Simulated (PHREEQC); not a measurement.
A solution holds 63 mmol/kgw NaBF4, at 84 °C. It is in equilibrium with CO2 at log p = -3.4 (atm). Otherwise closed; pH follows from the charge balance.

Equilibrium calculation in PHREEQC: ion-association model, wateq4f.dat.

| quantity | before | after |
|---|---|---|
| pH | 2.94 | 2.91 |
| ionic strength (mol/kgw) | 0.0643 | 0.129 |
| BF4- (mol/kgw) | 0.0534 | 0.0534 |
| HF (mol/kgw) | 0.0163 | 0.0160 |
| BF3OH- (mol/kgw) | 0.00407 | 0.00408 |
| F- (mol/kgw) | 0.00390 | 0.00384 |
| SI of Nahcolite (NaHCO3) | -9.93 | -10.00 |
| SI of Natron (Na2CO3:10H2O) | -19.13 | -19.26 |

Name the change that produced these shifts.
A. NaBF4 from 0.063 to 0.126 mol/kgw
B. 0.057 mol/kgw CdI2 added
C. NaBF4 from 0.063 to 0.0126 mol/kgw

B, 0.057 mol/kgw CdI2 added

No solid was allowed to form. Away from 25 °C the constants follow the database's enthalpies or fits; those with neither stay at their 25 °C values. Real BF4- forms and hydrolyses slowly; the run takes it at equilibrium.
